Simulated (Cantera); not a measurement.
Source: NASA polynomial tables (part measured, part estimated), evaluated in Cantera. Values are per mole of reaction as written; species without (g) are pure solids or liquids, kept so even where they would boil at 1 bar.

Task: Between 575 and 700 K, where is each reaction favourable under standard conditions?
- Hg + Br₂(g) ⇌ HgBr₂
- Ca + Br₂(g) ⇌ CaBr₂
- Mg + Br₂(g) ⇌ MgBr₂

Result: 
- Hg + Br₂(g) ⇌ HgBr₂: ΔG° is -117 kJ at 575 K and -104 kJ at 700 K; it stays negative (K > 1). ΔH° is -172 kJ and ΔS° -97 J/K at 700 K.
- Ca + Br₂(g) ⇌ CaBr₂: ΔG° is -625 kJ at 575 K and -606 kJ at 700 K; it stays negative (K > 1). ΔH° is -709 kJ and ΔS° -147 J/K at 700 K.
- Mg + Br₂(g) ⇌ MgBr₂: ΔG° is -464 kJ at 575 K and -445 kJ at 700 K; it stays negative (K > 1). ΔH° is -549 kJ and ΔS° -148 J/K at 700 K.
